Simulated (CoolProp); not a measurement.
Model: reference Helmholtz-energy equation of state, Thol 2017, in CoolProp.

Task: Give the vapour pressure (MPa), vapour Z, surface tension (mN/m) of saturated octamethyltrisiloxane (MDM) at 24.95, 65.25, 81.35 °C.

Result: 
```
T (°C)   p (MPa)  vapour Z  surface tension (mN/m)
------  --------  --------  ----------------------
24.95   0.000498     0.999                    16.6
65.25    0.00470     0.992                    13.0
81.35    0.00961     0.987                    11.7
```

Surface tension comes from a separate correlation (Mulero 2014), older than this fluid's equation and unchecked against measurements.
